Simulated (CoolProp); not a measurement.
Dimethyl carbonate along the isotherm 600 K: density (kg/m³) from the reference equation and from simpler models built on Tc = 557.0 K, pc = 4.909 MPa, ω = 0.346; each cubic takes its own stable root.

The numbers come from the reference Helmholtz-energy equation of state, Zhou 2011 in CoolProp.

```json
[
 {"p (MPa)": "0.0776", "phase": "gas", "reference": "1.407"},
 {"p (MPa)": "0.121", "phase": "gas", "reference": "2.200"},
 {"p (MPa)": "0.188", "phase": "gas", "reference": "3.430"},
 {"p (MPa)": "0.293", "phase": "gas", "reference": "5.378"},
 {"p (MPa)": "0.456", "phase": "gas", "reference": "8.448"},
 {"p (MPa)": "0.71", "phase": "gas", "reference": "13.35"},
 {"p (MPa)": "1.11", "phase": "gas", "reference": "21.39"},
 {"p (MPa)": "1.72", "phase": "gas", "reference": "34.49"},
 {"p (MPa)": "2.68", "phase": "gas", "reference": "57.67"},
 {"p (MPa)": "4.18", "phase": "gas", "reference": "103.3"},
 {"p (MPa)": "6.5", "phase": "supercritical", "reference": "223.8"},
 {"p (MPa)": "10.1", "phase": "supercritical", "reference": "477.6"},
 {"p (MPa)": "15.8", "phase": "supercritical", "reference": "598.9"},
 {"p (MPa)": "24.5", "phase": "supercritical", "reference": "674.7"}
]
```

**Question.** How far does each simpler model (van der Waals, Redlich-Kwong, Peng-Robinson) lie from the reference over these 14 states: mean and median of the absolute difference, and the worst?

**Answer.** 
- van der Waals: mean 6.1 %, median 0.4 %, worst -25.2 % at 600 K and 24.5 MPa
- Redlich-Kwong: mean 2.3 %, median 0.2 %, worst -8.7 % at 600 K and 15.8 MPa
- Peng-Robinson: mean 1.1 %, median 0.3 %, worst -6.6 % at 600 K and 10.1 MPa
